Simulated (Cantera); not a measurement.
Input: 1 mol HCl, 2 mol H2, 0.25 mol O2, at 3000 K and 1330 Pa.

Method: chemical equilibrium by Gibbs-energy minimisation in Cantera with the NASA 1993 tables (ideal gas, pure condensed phases). Candidate condensed phases: H2O; 14 gas species. Equilibrium is a limit: real reactors are often held back by kinetics, nucleation or transport.

Base state: H 0.546, H2 0.160, Cl 0.139, HCl 0.0594, O 0.0495, OH 0.0236, H2O 0.0208, O2 0.00255 (mole fractions); condensed: gas only.

What changes in the equilibrium state with this change: pressure from 1330 Pa to 310000 Pa?


```csv
species,before,after
H2,0.160,0.463
HCl,0.0594,0.291
H2O,0.0208,0.151
H,0.546,0.0610
O,0.0495,0.000536
Cl,0.139,0.0262
OH,0.0236,0.00663
O2,0.00255,6.94e-5
Cl2,2.79e-6,2.32e-5
```

What changes in the equilibrium state with this change: pressure from 1330 Pa to 1400000 Pa?


```json
[
 {"species": "H2", "before": "0.160", "after": "0.482"},
 {"species": "HCl", "before": "0.0594", "after": "0.313"},
 {"species": "H2O", "before": "0.0208", "after": "0.159"},
 {"species": "H", "before": "0.546", "after": "0.0293"},
 {"species": "O", "before": "0.0495", "after": "0.000120"},
 {"species": "Cl", "before": "0.139", "after": "0.0129"},
 {"species": "OH", "before": "0.0236", "after": "0.00322"},
 {"species": "O2", "before": "0.00255", "after": "1.57e-5"},
 {"species": "Cl2", "before": "2.79e-6", "after": "2.56e-5"}
]
```

What changes in the equilibrium state with this change: HCl replaced by H2S?


```csv
species,before,after
H,0.546,0.593
H2,0.160,0.188
S,0,0.125
Cl,0.139,0
HCl,0.0594,0
SO,0,0.0289
O,0.0495,0.0257
OH,0.0236,0.0133
H2O,0.0208,0.0127
SH,0,0.00769
S2,0,0.00325
```
Further candidate phases: H2SO4, S.
